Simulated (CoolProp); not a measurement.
A closed Brayton cycle with carbon dioxide: compressor inlet 312.15 K and 8.2 MPa, high pressure 24.1 MPa, turbine inlet 985 K, compressor efficiency 0.89, turbine efficiency 0.85, recuperator effectiveness 0.8 (on enthalpy, no pinch check). Each further row changes one setting.

Model: reference Helmholtz-energy equation of state, Span 1996, in CoolProp.

```
case                           thermal efficiency (%)  net work (kJ/kg)  compressor to turbine work  compressor exit (K)  turbine exit (K)
-----------------------------  ----------------------  ----------------  --------------------------  -------------------  ----------------
as stated                                        32.3               120                        0.25                382.6             849.2
turbine inlet 935 K                              31.6               112                        0.27                382.6             803.7
compressor inlet 322.15 K                        31.5               109                        0.32                409.2             849.2
high pressure 20.5 MPa                           30.1               106                        0.24                371.9             868.8
recuperator effectiveness 0.5                    22.5               120                        0.25                382.6             849.2
```
